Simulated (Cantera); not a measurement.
Input (Python, Cantera) and output of one run.

```python
import numpy as np
import cantera as ct

gas_names = """
    B BCL BCL2 BCL3 BO BOCL BO2 B2 B2O B2O2 B2O3 B3O3CL3 CL CLO CL2 O O2 O3
""".split()
cond_names = """
    B(b) B(L) B2O3(L)
""".split()


# ... load() reads the species with a 1 bar reference pressure and builds the phases ...
atoms = {
    'BCl3': {'B': 1, 'CL': 3},
    'O2': {'O': 2},
}
top_T = {}  # K; cautious upper limits of use, not melting points


# ... equilibrate(T, P, feed) seeds the gas with the atoms and calls Mixture.equilibrate('TP', solver="vcs", rtol=1e-11, max_steps=5000) ...
results = []
P = 24000  # Pa
for T in [973, 1073, 1173, 1273, 1373, 1473, 1573, 1673, 1773, 1873, 1973, 2073, 2173, 2273]:
    for m in [0.22, 0.29, 0.39, 0.51, 0.68, 0.89, 1.2, 1.6, 2.1, 2.7, 3.6]:
        feed = {'BCl3': 1, 'O2': m}  # mol
        mix = equilibrate(T, P, feed)
        results.append((T, P, feed, dict(zip(mix.species_names, mix.species_moles))))

for T, P, feed, n in results:
    print(f"{T:7g} {feed['O2']:10.4g}  " + (" + ".join(c for c in cond_names if n.get(c, 0) > 1e-12) or "gas only"))
```

Result:

```
    973       0.22  B2O3(L)
    973       0.29  B2O3(L)
    973       0.39  B2O3(L)
    973       0.51  B2O3(L)
    973       0.68  B2O3(L)
    973       0.89  B2O3(L)
    973        1.2  B2O3(L)
    973        1.6  B2O3(L)
    973        2.1  B2O3(L)
    973        2.7  B2O3(L)
    973        3.6  B2O3(L)
   1073       0.22  B2O3(L)
   1073       0.29  B2O3(L)
   1073       0.39  B2O3(L)
   1073       0.51  B2O3(L)
   1073       0.68  B2O3(L)
   1073       0.89  B2O3(L)
   1073        1.2  B2O3(L)
   1073        1.6  B2O3(L)
   1073        2.1  B2O3(L)
   1073        2.7  B2O3(L)
   1073        3.6  B2O3(L)
   1173       0.22  gas only
   1173       0.29  B2O3(L)
   1173       0.39  B2O3(L)
   1173       0.51  B2O3(L)
   1173       0.68  B2O3(L)
   1173       0.89  B2O3(L)
   1173        1.2  B2O3(L)
   1173        1.6  B2O3(L)
   1173        2.1  B2O3(L)
   1173        2.7  B2O3(L)
   1173        3.6  B2O3(L)
   1273       0.22  gas only
   1273       0.29  B2O3(L)
   1273       0.39  B2O3(L)
   1273       0.51  B2O3(L)
   1273       0.68  B2O3(L)
   1273       0.89  B2O3(L)
   1273        1.2  B2O3(L)
   1273        1.6  B2O3(L)
   1273        2.1  B2O3(L)
   1273        2.7  B2O3(L)
   1273        3.6  B2O3(L)
   1373       0.22  gas only
   1373       0.29  B2O3(L)
   1373       0.39  B2O3(L)
   1373       0.51  B2O3(L)
   1373       0.68  B2O3(L)
   1373       0.89  B2O3(L)
   1373        1.2  B2O3(L)
   1373        1.6  B2O3(L)
   1373        2.1  B2O3(L)
   1373        2.7  B2O3(L)
   1373        3.6  B2O3(L)
   1473       0.22  gas only
   1473       0.29  B2O3(L)
   1473       0.39  B2O3(L)
   1473       0.51  B2O3(L)
   1473       0.68  B2O3(L)
   1473       0.89  B2O3(L)
   1473        1.2  B2O3(L)
   1473        1.6  B2O3(L)
   1473        2.1  B2O3(L)
   1473        2.7  B2O3(L)
   1473        3.6  B2O3(L)
   1573       0.22  gas only
   1573       0.29  B2O3(L)
   1573       0.39  B2O3(L)
   1573       0.51  B2O3(L)
   1573       0.68  B2O3(L)
   1573       0.89  B2O3(L)
   1573        1.2  B2O3(L)
   1573        1.6  B2O3(L)
   1573        2.1  B2O3(L)
   1573        2.7  B2O3(L)
   1573        3.6  B2O3(L)
   1673       0.22  gas only
   1673       0.29  B2O3(L)
   1673       0.39  B2O3(L)
   1673       0.51  B2O3(L)
   1673       0.68  B2O3(L)
   1673       0.89  B2O3(L)
   1673        1.2  B2O3(L)
   1673        1.6  B2O3(L)
   1673        2.1  B2O3(L)
   1673        2.7  B2O3(L)
   1673        3.6  B2O3(L)
   1773       0.22  gas only
   1773       0.29  gas only
   1773       0.39  B2O3(L)
   1773       0.51  B2O3(L)
   1773       0.68  B2O3(L)
   1773       0.89  B2O3(L)
   1773        1.2  B2O3(L)
   1773        1.6  B2O3(L)
   1773        2.1  B2O3(L)
   1773        2.7  B2O3(L)
   1773        3.6  B2O3(L)
   1873       0.22  gas only
   1873       0.29  gas only
   1873       0.39  gas only
   1873       0.51  B2O3(L)
   1873       0.68  B2O3(L)
   1873       0.89  B2O3(L)
   1873        1.2  B2O3(L)
   1873        1.6  B2O3(L)
   1873        2.1  B2O3(L)
   1873        2.7  B2O3(L)
   1873        3.6  B2O3(L)
   1973       0.22  gas only
   1973       0.29  gas only
   1973       0.39  gas only
   1973       0.51  gas only
   1973       0.68  gas only
   1973       0.89  gas only
   1973        1.2  gas only
   1973        1.6  gas only
   1973        2.1  gas only
   1973        2.7  gas only
   1973        3.6  gas only
   2073       0.22  gas only
   2073       0.29  gas only
   2073       0.39  gas only
   2073       0.51  gas only
   2073       0.68  gas only
   2073       0.89  gas only
   2073        1.2  gas only
   2073        1.6  gas only
   2073        2.1  gas only
   2073        2.7  gas only
   2073        3.6  gas only
   2173       0.22  gas only
   2173       0.29  gas only
   2173       0.39  gas only
   2173       0.51  gas only
   2173       0.68  gas only
   2173       0.89  gas only
   2173        1.2  gas only
   2173        1.6  gas only
   2173        2.1  gas only
   2173        2.7  gas only
   2173        3.6  gas only
   2273       0.22  gas only
   2273       0.29  gas only
   2273       0.39  gas only
   2273       0.51  gas only
   2273       0.68  gas only
   2273       0.89  gas only
   2273        1.2  gas only
   2273        1.6  gas only
   2273        2.1  gas only
   2273        2.7  gas only
   2273        3.6  gas only
```

Method: chemical equilibrium by Gibbs-energy minimisation in Cantera with the NASA 1993 tables (ideal gas, pure condensed phases). The tables' values for BCl2 are old estimates.
